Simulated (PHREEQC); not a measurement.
Alkaline etch or developer

Dissolve 4.1 mmol/kgw NH3, 0.11 mmol/kgw Na2SiO3 and 31 mmol/kgw Na2CO3 at 50 °C. Closed to the air; pH follows from the charge balance.

Equilibrium calculation in PHREEQC: ion-association model, phreeqc.dat.

Each row changes one thing in this solution. No solid was allowed to form.

| case | pH | ionic strength (mol/kgw) | Na+ (mol/kgw) | NaCO3- (mol/kgw) | CO3-2 (mol/kgw) | HCO3- (mol/kgw) | SI of Quartz (SiO2) |
|---|---|---|---|---|---|---|---|
| as made | 10.60 | 0.0595 | 0.0466 | 0.0156 | 0.0128 | 0.00256 | -1.54 |
| Na2CO3 from 0.031 to 0.0062 mol/kgw | 10.40 | 0.0147 | 0.0112 | 0.00140 | 0.00341 | 0.00139 | -1.32 |
| Na2SiO3 from 0.00011 to 0.0011 mol/kgw | [?] | 0.0611 | 0.0482 | 0.0160 | 0.0129 | 0.00213 | [?] |
| Na2SiO3 from 0.00011 to 0.00055 mol/kgw | 10.64 | 0.0602 | 0.0473 | 0.0158 | 0.0129 | 0.00236 | -0.88 |
| NH3 from 0.0041 to 0.00205 mol/kgw | 10.60 | 0.0595 | 0.0466 | 0.0155 | 0.0128 | 0.00257 | -1.54 |
| diluted 100-fold with water | 9.63 | 0.000696 | 0.000620 | 2.38e-6 | 7.30e-5 | 0.000234 | -2.69 |
| temperature from 50 to 45 °C | 10.70 | 0.0623 | 0.0479 | 0.0143 | 0.0143 | 0.00237 | -1.52 |
| Na2SiO3 from 0.00011 to 0.00022 mol/kgw | 10.61 | 0.0597 | 0.0468 | 0.0156 | 0.0129 | 0.00251 | -1.25 |

Q: Some entries are withheld; supply them.

A: 
- Na2SiO3 from 0.00011 to 0.0011 mol/kgw, pH: 10.68
- Na2SiO3 from 0.00011 to 0.0011 mol/kgw, SI of Quartz (SiO2): -0.62

At this temperature some constants are extrapolated from 25 °C, and those without enthalpy data are left unchanged.
